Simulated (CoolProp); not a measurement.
Normal hydrogen along the isotherm 36.9 K: fugacity coefficient from the reference equation and from simpler models built on Tc = 33.1 K, pc = 1.296 MPa, ω = -0.219; each cubic takes its own stable root.

Values from CoolProp's reference Helmholtz-energy equation of state, Leachman 2009.

| p (MPa) | phase | reference | Redlich-Kwong | Soave-Redlich-Kwong | Peng-Robinson |
|---|---|---|---|---|---|
| 0.041 | gas | 0.9923 | 0.9921 | 0.9917 | 0.9906 |
| 0.0933 | gas | 0.9825 | 0.9822 | 0.9812 | 0.9787 |
| 0.212 | gas | 0.9604 | 0.9597 | 0.9575 | 0.9520 |
| 0.483 | gas | 0.9105 | 0.9093 | 0.9044 | 0.8927 |
| 1.1 | gas | 0.7991 | 0.7988 | 0.7874 | 0.7651 |
| 2.5 | supercritical | 0.5559 | 0.5743 | 0.5457 | 0.5160 |
| 5.7 | supercritical | 0.3633 | 0.3874 | 0.3604 | 0.3278 |
| 13 | supercritical | 0.3331 | 0.3550 | 0.3259 | 0.2759 |
